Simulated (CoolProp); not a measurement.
Vapour-liquid equilibrium of n-octane (1) + m-xylene (2) at 1.2 MPa; x and y are mole fractions of (1).

Computed with CoolProp (multi-fluid Helmholtz-energy mixture model, Beckmüller 2019 and Zhou 2012; pair parameters Bell 2016).

### Question
Give the bubble temperature and the first vapour's composition at x = 0.05, 0.8, 0.95. Is there an azeotrope?

### Answer
x = 0.05: 261.5 °C, y = 0.061; x = 0.8: 248.2 °C, y = 0.822; x = 0.95: 246.2 °C, y = 0.956. No azeotrope shows between x = 0.05 and 0.95.

Pair parameters are fitted to limited data, so mixtures are less certain than the pure fluids.
